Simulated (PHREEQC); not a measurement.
Make-up at 25 °C: 2.3 mmol/kgw CdSO4, 3.2 mmol/kgw NaOH and 90 mmol/kgw HCl. Closed to the air; pH follows from the charge balance.

The numbers come from PHREEQC with the ion-association model, phreeqc.dat.

| quantity | before | after |
|---|---|---|
| pH | 1.15 | 1.14 |
| ionic strength (mol/kgw) | 0.0916 | 0.0933 |
| HSO4- (mol/kgw) | 0.00176 | 0.00178 |
| SO4-2 (mol/kgw) | 0.000526 | 0.000520 |
| NaSO4- (mol/kgw) | 3.22e-6 | 5.43e-6 |
| SI of Halite (NaCl) | -5.34 | -5.09 |

### Question
Name the change that produced these shifts.
A. CdSO4 replaced by NaHSO4 at the same molality
B. NaOH from 0.0032 to 0.00352 mol/kgw
C. diluted 2-fold with water
D. diluted 10-fold with water

### Answer
A, CdSO4 replaced by NaHSO4 at the same molality

This is a speciation only: nothing precipitates in the calculation.
